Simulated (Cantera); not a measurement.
## Equilibrium for carbon deposition, reforming and gasification: CH₃OH + H₂O + H₂ + N₂

Input: 1 mol CH₃OH, 0.63 mol H₂O, 82 mol H₂, 0.006 mol N₂, equilibrated at 1.00 Torr.

Equilibrium computed with Cantera from the NASA thermochemical tables; the gas is ideal and each condensed phase is pure. Candidate condensed phases: C, C₆H₆, C₇H₈, C₈H₁₈, H₂O; 169 gas species. Ions and electrons are included (thermal ionisation). The numbers say what is thermodynamically allowed, not how fast it happens.

From 1727 °C to 4727 °C nothing is condensed. The main C-bearing gas is CO at 1727 °C and C at 4727 °C.

```csv
T (°C),x H,x H₂,x CO,x O,x H₂O,x C
1727,0.0431,0.938,0.0114,1.10e-6,0.00715,<1e-12
2227,0.486,0.499,0.00881,0.000539,0.00416,4.27e-12
2727,0.942,0.0475,0.00613,0.00352,4.40e-5,2.95e-9
3227,0.987,0.00372,0.00587,0.00368,1.95e-7,1.45e-6
3727,0.990,0.000514,0.00570,0.00384,3.15e-9,0.000153
4227,0.988,0.000109,0.00347,0.00604,1.91e-10,0.00235
4727,0.985,3.13e-5,0.000582,0.00890,2.07e-11,0.00515
```
x: gas mole fraction; nothing condenses.
